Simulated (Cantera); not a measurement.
An adiabatic, constant-pressure homogeneous reactor starts with C₃H₈ : O₂ : N₂ = 1 : 4.17 : 13 (molar parts), equivalence ratio 1.2, at 1375 K and 0.280 bar.

Computed with Cantera and GRI-Mech 3.0 (53 species, 325 reactions). GRI-Mech 3.0 was tuned for natural gas; its chemistry of propane as a main component is partial and can be far from experiment.

Problem. Predict: time of steepest temperature rise; temperature at 0.200 s; equilibrium temperature; x(O₂) at 0.200 s; x(N₂O) at 0.200 s; x(OH) at 0.200 s; x(HO₂) at 0.200 s.

Solution. 
- time of steepest temperature rise: 0.610 ms
- temperature at 0.200 s: 2703 K
- equilibrium temperature: 2703 K
- x(O₂) at 0.200 s: 0.0134 (gas-phase equilibrium 0.0134)
- x(N₂O) at 0.200 s: 1.88e-7 (gas-phase equilibrium 1.88e-7)
- x(OH) at 0.200 s: 0.0211 (gas-phase equilibrium 0.0211)
- x(HO₂) at 0.200 s: 2.52e-6 (gas-phase equilibrium 2.52e-6)
